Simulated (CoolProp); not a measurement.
R115 along the isotherm 379.9 K: Z from the reference equation and from simpler models built on Tc = 353.1 K, pc = 3.129 MPa, ω = 0.248; each cubic takes its own stable root.

Model: reference Helmholtz-energy equation of state, Lemmon 2016, in CoolProp.

| p (MPa) | phase | reference |
|---|---|---|
| 0.489 | gas | 0.9588 |
| 0.978 | gas | 0.9148 |
| 1.47 | gas | 0.8671 |
| 1.96 | gas | 0.8154 |
| 2.44 | gas | 0.7598 |
| 2.93 | gas | 0.6967 |
| 3.42 | supercritical | 0.6260 |
| 3.91 | supercritical | 0.5473 |
| 4.4 | supercritical | 0.4662 |
| 4.89 | supercritical | 0.4029 |
| 5.38 | supercritical | 0.3738 |
| 5.87 | supercritical | 0.3684 |
| 6.36 | supercritical | 0.3741 |
| 6.85 | supercritical | 0.3850 |
| 7.33 | supercritical | 0.3982 |
| 7.82 | supercritical | 0.4132 |

How far does each simpler model (Redlich-Kwong, Peng-Robinson) lie from the reference over these 16 states: mean and median of the absolute difference, and the worst?


- Redlich-Kwong: mean 3.9 %, median 2.9 %, worst +8.5 % at 379.9 K and 6.85 MPa
- Peng-Robinson: mean 3.2 %, median 2.8 %, worst +6.5 % at 379.9 K and 5.87 MPa
